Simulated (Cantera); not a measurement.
A closed system holds: 1 mol Al, 3.7 mol Cl2, 7.5 mol N2, held at 13.3 mbar.

These are equilibrium values from Cantera (NASA tables, ideal gas, pure condensed phases), not measurements of a reactor. Candidate condensed phases: Al, AlCl3, AlN; 11 gas species. The numbers say what is thermodynamically allowed, not how fast it happens. All values below are at 1300 K.

Base state: N2 0.685, Cl2 0.178, AlCl3 0.0913, Cl 0.0454 (mole fractions); condensed: gas only.

What changes in the equilibrium state with this change: Cl2 from 3.7 to 0.6 mol?


```tsv
species	before	after
N2	0.685	0.947
AlCl3	0.0913	0.0522
AlCl2	2.47e-8	0.000535
Cl2	0.178	<1e-9
Cl	0.0454	1.20e-6
AlCl	<1e-9	0.000102
AlN(s), mol	0	0.598
```
The tables' values for AlCl2 are old estimates; treat these amounts as uncertain.
